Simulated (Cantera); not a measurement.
Input (Python, Cantera) and output of one run.

```python
import numpy as np
import cantera as ct

gas_names = """
    F FO FO2 F2 F2O H HF HNO HNO2 HNO3 HOF HO2 H2 H2F2 H2O H2O2 H3F3 H4F4 H5F5 H6F6 H7F7 N NF NF2 NF3 NH
    NH2 NH3 NH2OH NO NO2 NO3 N2 N2H2 N2H4 N2O O OH O2 O3
""".split()
cond_names = """
    H2O(s) H2O(L)
""".split()


# ... load() reads the species with a 1 bar reference pressure and builds the phases ...
atoms = {
    'HF': {'H': 1, 'F': 1},
    'O2': {'O': 2},
    'N2': {'N': 2},
}
top_T = {}  # K; cautious upper limits of use, not melting points


# ... equilibrate(T, P, feed) seeds the gas with the atoms and calls Mixture.equilibrate('TP', solver="vcs", rtol=1e-11, max_steps=5000) ...
results = []
feed = {'HF': 1, 'O2': 2, 'N2': 0.22}  # mol
P = 1400  # Pa
for T in [900, 1050, 1200, 1350, 1500, 1650, 1800, 1950, 2100]:
    mix = equilibrate(T, P, feed)
    results.append((T, P, feed, dict(zip(mix.species_names, mix.species_moles))))
    x = sorted(zip(gas.X, gas.species_names), reverse=True)
    print(f"T = {T:g} K  P = {P:g} Pa  gas = {mix.phase_moles(0):.4g} mol")
    print("   x: " + "  ".join(f"{s} {v:.3e}" for v, s in x if v > 0.001))
    print("   condensed (mol): " + ("  ".join(f"{mix.phase(i).name} {mix.phase_moles(i):.4g}"
          for i in range(1, mix.n_phases) if mix.phase_moles(i) > 1e-12) or "none"))
```

Output:

```
T = 900 K  P = 1400 Pa  gas = 3.22 mol
   x: O2 6.211e-01  HF 3.106e-01  N2 6.832e-02
   condensed (mol): none
T = 1050 K  P = 1400 Pa  gas = 3.22 mol
   x: O2 6.211e-01  HF 3.106e-01  N2 6.831e-02
   condensed (mol): none
T = 1200 K  P = 1400 Pa  gas = 3.22 mol
   x: O2 6.211e-01  HF 3.106e-01  N2 6.827e-02
   condensed (mol): none
T = 1350 K  P = 1400 Pa  gas = 3.22 mol
   x: O2 6.210e-01  HF 3.105e-01  N2 6.819e-02
   condensed (mol): none
T = 1500 K  P = 1400 Pa  gas = 3.22 mol
   x: O2 6.208e-01  HF 3.105e-01  N2 6.801e-02
   condensed (mol): none
T = 1650 K  P = 1400 Pa  gas = 3.22 mol
   x: O2 6.203e-01  HF 3.103e-01  N2 6.771e-02  NO 1.201e-03
   condensed (mol): none
T = 1800 K  P = 1400 Pa  gas = 3.222 mol
   x: O2 6.192e-01  HF 3.099e-01  N2 6.724e-02  NO 2.085e-03
   condensed (mol): none
T = 1950 K  P = 1400 Pa  gas = 3.226 mol
   x: O2 6.164e-01  HF 3.088e-01  N2 6.654e-02  NO 3.312e-03  O 2.995e-03  F 1.126e-03
   condensed (mol): none
T = 2100 K  P = 1400 Pa  gas = 3.238 mol
   x: O2 6.099e-01  HF 3.065e-01  N2 6.550e-02  O 9.176e-03  NO 4.890e-03  F 2.380e-03  OH 1.003e-03
   condensed (mol): none
```

Method: chemical equilibrium by Gibbs-energy minimisation in Cantera with the NASA 1993 tables (ideal gas, pure condensed phases).
